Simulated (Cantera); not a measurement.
A freely propagating, adiabatic, planar premixed flame of H₂ : O₂ : N₂ = 1 : 0.877 : 3.77 (molar parts), unburnt at 675 K and 6.12 atm; mixture-averaged transport, grid criteria slope 0.08 and curve 0.16, no radiation.

Model: the H2/O2 subset of GRI-Mech 3.0, which has no nitrogen chemistry, integrated in Cantera. The hydrogen kinetics of GRI-Mech 3.0 are dated; newer H2 mechanisms differ, most at raised pressure. Burning velocities carry a grid error of a few per cent, more on coarse grids. Lean hydrogen flames are cellular in practice and burn faster than this planar one.

x: mole fraction of selected species; z is measured from the peak of heat release.

```csv
z (mm),T (K),u (m/s),x H₂,x O₂,x HO₂,x O,x H₂O₂,x H₂O
-0.170,675,2.09,0.175,0.156,1.05e-7,<1e-8,?,1.12e-5
-0.114,676,2.08,0.171,0.156,1.10e-6,<1e-8,?,9.02e-5
-0.0851,679,2.08,0.164,0.158,6.71e-6,<1e-8,?,0.000432
-0.0568,696,2.10,0.149,0.160,4.99e-5,1.18e-7,?,0.00243
-0.0284,850,2.47,0.107,0.158,0.000596,2.33e-5,0.000115,0.0237
-0.0142,1112,3.18,0.0729,0.142,0.000602,0.000356,0.000121,0.0625
0,1414,4.02,0.0391,0.116,0.000362,0.00175,?,0.113
0.0142,1624,4.61,0.0177,0.0937,0.000211,0.00313,?,0.149
0.0284,1744,4.94,0.00842,0.0832,0.000131,0.00330,?,0.166
0.0568,1851,5.24,0.00316,0.0778,6.28e-5,0.00217,?,0.178
0.114,1911,5.39,0.00104,0.0769,2.24e-5,0.000813,?,0.183
0.227,1933,5.45,0.000290,0.0771,7.06e-6,0.000238,?,0.186
0.454,1940,5.47,9.31e-5,0.0773,3.09e-6,8.40e-5,?,0.187
```

**Question.** Some entries are withheld; supply them.

**Answer.** 
- -0.170, x H₂O₂: 2.47e-8
- -0.114, x H₂O₂: 2.59e-7
- -0.0851, x H₂O₂: 1.58e-6
- -0.0568, x H₂O₂: 1.13e-5
- 0, x H₂O₂: 2.07e-5
- 0.0142, x H₂O₂: 5.04e-6
- 0.0284, x H₂O₂: 3.18e-6
- 0.0568, x H₂O₂: 1.88e-6
- 0.114, x H₂O₂: 9.78e-7
- 0.227, x H₂O₂: 4.70e-7
- 0.454, x H₂O₂: 2.59e-7
